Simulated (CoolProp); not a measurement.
A simple Rankine cycle with dimethyl carbonate: condensing at 308.15 K, boiler at 0.309 MPa, turbine inlet 552.8 K, turbine efficiency 0.8, pump efficiency 0.6, no recuperator. Each further row changes one setting.

Model: reference Helmholtz-energy equation of state, Zhou 2011, in CoolProp.

```tsv
case	thermal efficiency (%)	net work (kJ/kg)	heat in (kJ/kg)	turbine exit temperature (K)	volume ratio over the turbine
as stated	15.5	120	778	479.9	23.0
turbine inlet 572.8 K	15.4	125	814	499.0	23.1
condensing temperature 300.15 K	16.8	133	792	471.8	33.5
boiler pressure 0.216 MPa	13.9	108	779	487.9	16.3
turbine efficiency 0.7	13.5	105	778	489.1	23.5
```
